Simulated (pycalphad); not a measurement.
CALPHAD calculation (pycalphad, COST 507 light-alloy database (1999)), 1 atm. The data set is of 1999 and partly superseded.

Which phases does Mg-10 at.% Zn hold at 643 K, with what compositions and amounts?

hcp with 2.7 at.% Zn and liquid with 27.1 at.% Zn. The lever rule gives (10 − 2.7)/(27.1 − 2.7) = 0.30 of liquid and 0.70 of hcp.

Which phases does Mg-56 at.% Zn hold at 603 K, with what compositions and amounts?

MGZN with 52.0 at.% Zn and MG2ZN3 with 60.0 at.% Zn. The lever rule gives (56 − 52.0)/(60.0 − 52.0) = 0.50 of MG2ZN3 and 0.50 of MGZN.

Which phases does Mg-36 at.% Zn hold at 563 K, with what compositions and amounts?

hcp with 2.2 at.% Zn and MGZN with 52.0 at.% Zn. The lever rule gives (36 − 2.2)/(52.0 − 2.2) = 0.68 of MGZN and 0.32 of hcp.

Which phases does Mg-9 at.% Zn hold at 817 K, with what compositions and amounts?

hcp with 1.1 at.% Zn and liquid with 12.2 at.% Zn. The lever rule gives (9 − 1.1)/(12.2 − 1.1) = 0.71 of liquid and 0.29 of hcp.

Database names, with the compositions (at.%) that they take in these runs: MG2ZN3: Zn 60 Mg 40; MGZN: Zn 52 Mg 48.
